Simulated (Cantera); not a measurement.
**Moist CO burnout**

An isothermal, constant-pressure homogeneous reactor starts with 2.74 % CO, 2.65 % O₂, 0.0114 % H₂O, 94.6 % N₂, at 1025 K and 760 Torr.

Computed with Cantera and GRI-Mech 3.0 (53 species, 325 reactions).

```json
[
 {"t (s)": "2.00e-6", "x CO": "0.0274", "x O₂": "0.0265", "x H₂O": "0.000114", "x N₂O": "<1e-12", "x NO": "<1e-12", "x H₂": "<1e-12", "x OH": "<1e-12"},
 {"t (s)": "6.30e-6", "x CO": "0.0274", "x O₂": "0.0265", "x H₂O": "0.000114", "x N₂O": "<1e-12", "x NO": "<1e-12", "x H₂": "<1e-12", "x OH": "<1e-12"},
 {"t (s)": "1.98e-5", "x CO": "0.0274", "x O₂": "0.0265", "x H₂O": "0.000114", "x N₂O": "<1e-12", "x NO": "<1e-12", "x H₂": "<1e-12", "x OH": "<1e-12"},
 {"t (s)": "6.25e-5", "x CO": "0.0274", "x O₂": "0.0265", "x H₂O": "0.000114", "x N₂O": "<1e-12", "x NO": "<1e-12", "x H₂": "<1e-12", "x OH": "<1e-12"},
 {"t (s)": "0.000197", "x CO": "0.0274", "x O₂": "0.0265", "x H₂O": "0.000114", "x N₂O": "<1e-12", "x NO": "<1e-12", "x H₂": "<1e-12", "x OH": "<1e-12"},
 {"t (s)": "0.000620", "x CO": "0.0274", "x O₂": "0.0265", "x H₂O": "0.000114", "x N₂O": "<1e-12", "x NO": "<1e-12", "x H₂": "<1e-12", "x OH": "<1e-12"},
 {"t (s)": "0.00195", "x CO": "0.0274", "x O₂": "0.0265", "x H₂O": "0.000114", "x N₂O": "<1e-12", "x NO": "<1e-12", "x H₂": "<1e-12", "x OH": "<1e-12"},
 {"t (s)": "0.00615", "x CO": "0.0274", "x O₂": "0.0265", "x H₂O": "0.000114", "x N₂O": "2.00e-12", "x NO": "<1e-12", "x H₂": "<1e-12", "x OH": "2.33e-12"},
 {"t (s)": "0.0194", "x CO": "0.0274", "x O₂": "0.0265", "x H₂O": "0.000114", "x N₂O": "8.91e-12", "x NO": "<1e-12", "x H₂": "<1e-12", "x OH": "7.85e-12"},
 {"t (s)": "0.0610", "x CO": "0.0274", "x O₂": "0.0265", "x H₂O": "0.000114", "x N₂O": "3.80e-11", "x NO": "<1e-12", "x H₂": "9.55e-12", "x OH": "3.09e-11"},
 {"t (s)": "0.192", "x CO": "0.0274", "x O₂": "0.0265", "x H₂O": "0.000114", "x N₂O": "2.67e-10", "x NO": "<1e-12", "x H₂": "2.33e-10", "x OH": "2.11e-10"},
 {"t (s)": "0.605", "x CO": "0.0273", "x O₂": "0.0264", "x H₂O": "0.000113", "x N₂O": "9.39e-9", "x NO": "2.11e-12", "x H₂": "9.99e-8", "x OH": "4.64e-9"},
 {"t (s)": "1.91", "x CO": "0.0259", "x O₂": "0.0257", "x H₂O": "0.000112", "x N₂O": "1.17e-7", "x NO": "2.98e-10", "x H₂": "1.68e-6", "x OH": "1.17e-8"},
 {"t (s)": "6.00", "x CO": "0.0196", "x O₂": "0.0226", "x H₂O": "0.000111", "x N₂O": "5.42e-7", "x NO": "7.92e-9", "x H₂": "2.57e-6", "x OH": "1.75e-8"}
]
```
x: mole fraction; the columns are a selection and need not sum to one.

Equilibrium at this temperature and pressure: CO 3.41e-11, O₂ 0.0129, H₂O 0.000115, N₂O 1.00e-9, NO 1.13e-5, H₂ <1e-12, OH 3.13e-9 (gas phase only).
